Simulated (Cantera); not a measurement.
A perfectly stirred reactor is fed with 0.256 % CO, 1.18 % O₂, 0.0187 % H₂O, 98.5 % N₂, equivalence ratio 0.11, at 0.530 bar; it is held at 1050 K, and followed from long to short residence time.

Model: GRI-Mech 3.0 (53 species, 325 reactions), integrated in Cantera.

x: mole fraction; the columns are a selection and need not sum to one.

| τ (s) | x CO | x O₂ | x H₂O | x H₂O₂ | x NO | x OH | x NO₂ |
|---|---|---|---|---|---|---|---|
| 0.72 | 0.00113 | 0.0111 | 0.000185 | 5.31e-9 | 2.33e-8 | 1.18e-6 | 3.09e-10 |
| 0.23 | 0.00175 | 0.0114 | 0.000185 | 5.93e-9 | 7.01e-9 | 1.33e-6 | 7.66e-11 |
| 0.075 | (withheld) | 0.0117 | 0.000185 | 5.63e-9 | (withheld) | (withheld) | 1.31e-11 |
| 0.024 | 0.00253 | 0.0118 | 0.000187 | (withheld) | 2.54e-11 | (withheld) | <1e-12 |
| 0.0079 | 0.00256 | 0.0118 | 0.000187 | <1e-12 | <1e-12 | 4.79e-12 | <1e-12 |
| 0.0025 | 0.00256 | 0.0118 | 0.000187 | <1e-12 | <1e-12 | <1e-12 | <1e-12 |
| 0.00082 | 0.00256 | 0.0118 | 0.000187 | <1e-12 | <1e-12 | <1e-12 | <1e-12 |

Complete the blanks.


- 0.075, x CO: 0.00226
- 0.075, x NO: 1.23e-9
- 0.075, x OH: 1.18e-6
- 0.024, x H₂O₂: 3.83e-9
- 0.024, x OH: 3.76e-7
